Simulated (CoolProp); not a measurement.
Model: reference Helmholtz-energy equation of state, Thol 2019, in CoolProp.

Question: Give the vapour pressure (MPa), vapour density (kg/m³), surface tension (mN/m) of saturated tetradecamethylhexasiloxane (MD4M) at 452.4, 495.6, 510 K.

Answer: 
```json
[
 {"T (K)": "452.4", "p (MPa)": "0.0111", "vapour density (kg/m³)": "1.39", "surface tension (mN/m)": "8.47"},
 {"T (K)": "495.6", "p (MPa)": "0.0412", "vapour density (kg/m³)": "4.90", "surface tension (mN/m)": "6.14"},
 {"T (K)": "510", "p (MPa)": "0.0596", "vapour density (kg/m³)": "7.03", "surface tension (mN/m)": "5.40"}
]
```

Surface tension comes from a separate correlation (Mulero 2014), older than this fluid's equation and unchecked against measurements.
